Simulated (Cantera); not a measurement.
Input (Python, Cantera) and output of one run.

```python
import numpy as np
import cantera as ct

gas_names = """
    H HO2 H2 H2O H2O2 O OH O2 O3 Pb PbO Pb2
""".split()
cond_names = """
    H2O(s) H2O(L) Pb(cr) Pb(L) PbO(rd) PbO(yw) PbO(L) PbO2(s) Pb3O4(s)
""".split()


# ... load() reads the species with a 1 bar reference pressure and builds the phases ...
atoms = {
    'Pb': {'Pb': 1},
    'H2': {'H': 2},
    'O2': {'O': 2},
}
top_T = {'Pb3O4(s)': 820}  # K; cautious upper limits of use, not melting points


# ... equilibrate(T, P, feed) seeds the gas with the atoms and calls Mixture.equilibrate('TP', solver="vcs", rtol=1e-11, max_steps=5000) ...
results = []
P = 1333.22  # Pa
for T in [973, 1023, 1073, 1123, 1173, 1223, 1273, 1323, 1373, 1423]:
    for m in [6.6, 9.6, 14, 21, 30, 44, 64, 93]:
        feed = {'Pb': 1, 'H2': m, 'O2': 0.97}  # mol
        mix = equilibrate(T, P, feed)
        results.append((T, P, feed, dict(zip(mix.species_names, mix.species_moles))))

for T, P, feed, n in results:
    print(f"{T:7g} {feed['H2']:10.4g}  " + (" + ".join(c for c in cond_names if n.get(c, 0) > 1e-12) or "gas only"))
```

Output:

```
    973        6.6  Pb(L)
    973        9.6  Pb(L)
    973         14  Pb(L)
    973         21  Pb(L)
    973         30  Pb(L)
    973         44  Pb(L)
    973         64  Pb(L)
    973         93  Pb(L)
   1023        6.6  Pb(L)
   1023        9.6  Pb(L)
   1023         14  Pb(L)
   1023         21  Pb(L)
   1023         30  Pb(L)
   1023         44  Pb(L)
   1023         64  Pb(L)
   1023         93  Pb(L)
   1073        6.6  Pb(L)
   1073        9.6  Pb(L)
   1073         14  Pb(L)
   1073         21  Pb(L)
   1073         30  Pb(L)
   1073         44  Pb(L)
   1073         64  Pb(L)
   1073         93  Pb(L)
   1123        6.6  Pb(L)
   1123        9.6  Pb(L)
   1123         14  Pb(L)
   1123         21  Pb(L)
   1123         30  Pb(L)
   1123         44  Pb(L)
   1123         64  Pb(L)
   1123         93  gas only
   1173        6.6  Pb(L)
   1173        9.6  Pb(L)
   1173         14  Pb(L)
   1173         21  Pb(L)
   1173         30  Pb(L)
   1173         44  gas only
   1173         64  gas only
   1173         93  gas only
   1223        6.6  Pb(L)
   1223        9.6  Pb(L)
   1223         14  gas only
   1223         21  gas only
   1223         30  gas only
   1223         44  gas only
   1223         64  gas only
   1223         93  gas only
   1273        6.6  gas only
   1273        9.6  gas only
   1273         14  gas only
   1273         21  gas only
   1273         30  gas only
   1273         44  gas only
   1273         64  gas only
   1273         93  gas only
   1323        6.6  gas only
   1323        9.6  gas only
   1323         14  gas only
   1323         21  gas only
   1323         30  gas only
   1323         44  gas only
   1323         64  gas only
   1323         93  gas only
   1373        6.6  gas only
   1373        9.6  gas only
   1373         14  gas only
   1373         21  gas only
   1373         30  gas only
   1373         44  gas only
   1373         64  gas only
   1373         93  gas only
   1423        6.6  gas only
   1423        9.6  gas only
   1423         14  gas only
   1423         21  gas only
   1423         30  gas only
   1423         44  gas only
   1423         64  gas only
   1423         93  gas only
```

Equilibrium computed with Cantera from the NASA thermochemical tables; the gas is ideal and each condensed phase is pure.
